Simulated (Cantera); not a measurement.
A freely propagating, adiabatic, planar premixed flame of H2 : O2 : N2 = 1 : 0.25 : 0.94 (molar parts), equivalence ratio 2.0, unburnt at 423 K and 7500 Torr; mixture-averaged transport, grid criteria slope 0.08 and curve 0.16, no radiation.

Cantera simulation using the H2/O2 subset of GRI-Mech 3.0, which has no nitrogen chemistry; the numbers are that mechanism's predictions, not measurements. The hydrogen kinetics of GRI-Mech 3.0 are dated; newer H2 mechanisms differ, most at raised pressure. Burning velocities carry a grid error of a few per cent, more on coarse grids.

### Question
How do the results move with these cheaper or finer settings: unity-Lewis-number transport; multicomponent transport; multicomponent+Soret transport; grid criteria slope 0.5, curve 1; grid criteria slope 0.25, curve 0.5; grid criteria slope 0.03, curve 0.06?

### Answer
```json
[
 {"setting": "as above", "laminar burning velocity": "429 cm/s", "thermal thickness": "0.0222 mm", "peak x(OH)": "0.00295", "peak x(H)": "0.0316", "grid points": "117"},
 {"setting": "unity-Lewis-number transport", "laminar burning velocity": "272 cm/s", "thermal thickness": "0.0250 mm", "peak x(OH)": "0.00290", "peak x(H)": "0.0337", "grid points": "112"},
 {"setting": "multicomponent transport", "laminar burning velocity": "422 cm/s", "thermal thickness": "0.0224 mm", "peak x(OH)": "0.00291", "peak x(H)": "0.0315", "grid points": "117"},
 {"setting": "multicomponent+Soret transport", "laminar burning velocity": "403 cm/s", "thermal thickness": "0.0216 mm", "peak x(OH)": "0.00295", "peak x(H)": "0.0310", "grid points": "121"},
 {"setting": "grid criteria slope 0.5, curve 1", "laminar burning velocity": "465 cm/s", "thermal thickness": "0.0286 mm", "peak x(OH)": "0.00316", "peak x(H)": "0.0334", "grid points": "43"},
 {"setting": "grid criteria slope 0.25, curve 0.5", "laminar burning velocity": "431 cm/s", "thermal thickness": "0.0240 mm", "peak x(OH)": "0.00302", "peak x(H)": "0.0321", "grid points": "55"},
 {"setting": "grid criteria slope 0.03, curve 0.06", "laminar burning velocity": "420 cm/s", "thermal thickness": "0.0217 mm", "peak x(OH)": "0.00281", "peak x(H)": "0.0309", "grid points": "255"}
]
```
The base run took about 1.2 core-seconds (a rough figure).
Unity Lewis numbers drop preferential diffusion, which matters most where H2 and H carry the flame; Soret adds thermal diffusion.
